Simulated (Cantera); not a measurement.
An isothermal, constant-pressure homogeneous reactor starts with 35.7 % C2H6, 64.3 % N2, at 1050 K and 0.495 Torr.

Computed with Cantera and GRI-Mech 3.0 (53 species, 325 reactions). GRI-Mech 3.0 stops at C3 and has no aromatics, soot or wall deposition, so with more carbon than oxygen in the feed, carbon stays in small species such as C2H2 where larger ones or solid carbon would form. Radical loss at walls, strong at low pressure, is not modelled.

### Question
Predict: x(C2H6) at 4.00 s; x(H) at 4.00 s; x(CH3) at 4.00 s; x(C2H4) at 4.00 s; x(CH4) at 4.00 s; x(C2H2) at 4.00 s.

### Answer
```json
{
 "x(C2H6) at 4.00 s": "0.317 (gas-phase equilibrium 1.81e-6)",
 "x(H) at 4.00 s": "2.00e-6 (gas-phase equilibrium 1.91e-7)",
 "x(CH3) at 4.00 s": "7.19e-5 (gas-phase equilibrium 4.65e-7)",
 "x(C2H4) at 4.00 s": "0.0272 (gas-phase equilibrium 0.00647)",
 "x(CH4) at 4.00 s": "0.00429 (gas-phase equilibrium 0.0493)",
 "x(C2H2) at 4.00 s": "0.000136 (gas-phase equilibrium 0.155)"
}
```
